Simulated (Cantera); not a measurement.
## Silicon nitride deposition: SiCl4 + N2

Charge: 1 mol SiCl4, 0.27 mol N2, equilibrated at 1.33 mbar.

These are equilibrium values from Cantera (NASA tables, ideal gas, pure condensed phases), not measurements of a reactor. Candidate condensed phases: Si, Si3N4; 13 gas species. The tables' values for SiCl3 are old estimates; treat these amounts as uncertain. Equilibrium is a limit: real reactors are often held back by kinetics, nucleation or transport.

```json
[
 {"T (°C)": "450", "x SiCl4": "0.787", "x N2": "0.213", "x Cl": "9.05e-10", "x SiCl3": "2.24e-9", "x SiCl2": "<1e-12", "x Cl2": "6.51e-10"},
 {"T (°C)": "550", "x SiCl4": "0.787", "x N2": "0.213", "x Cl": "5.94e-8", "x SiCl3": "9.76e-8", "x SiCl2": "1.09e-12", "x Cl2": "1.91e-8"},
 {"T (°C)": "650", "x SiCl4": "0.787", "x N2": "0.213", "x Cl": "1.50e-6", "x SiCl3": "1.97e-6", "x SiCl2": "1.99e-10", "x Cl2": "2.39e-7"},
 {"T (°C)": "750", "x SiCl4": "0.787", "x N2": "0.213", "x Cl": "1.94e-5", "x SiCl3": "2.28e-5", "x SiCl2": "1.40e-8", "x Cl2": "1.70e-6"},
 {"T (°C)": "850", "x SiCl4": "0.787", "x N2": "0.213", "x Cl": "0.000157", "x SiCl3": "0.000173", "x SiCl2": "4.71e-7", "x Cl2": "8.22e-6"},
 {"T (°C)": "950", "x SiCl4": "0.786", "x N2": "0.212", "x Cl": "0.000900", "x SiCl3": "0.000942", "x SiCl2": "9.00e-6", "x Cl2": "3.02e-5"},
 {"T (°C)": "1050", "x SiCl4": "0.780", "x N2": "0.212", "x Cl": "0.00397", "x SiCl3": "0.00393", "x SiCl2": "0.000108", "x Cl2": "9.11e-5"},
 {"T (°C)": "1150", "x SiCl4": "0.762", "x N2": "0.209", "x Cl": "0.0143", "x SiCl3": "0.0130", "x SiCl2": "0.000884", "x Cl2": "0.000239"}
]
```
x: gas mole fraction; nothing condenses.

From 450 °C to 1150 °C nothing is condensed. The main Si-bearing gas is SiCl4 throughout.
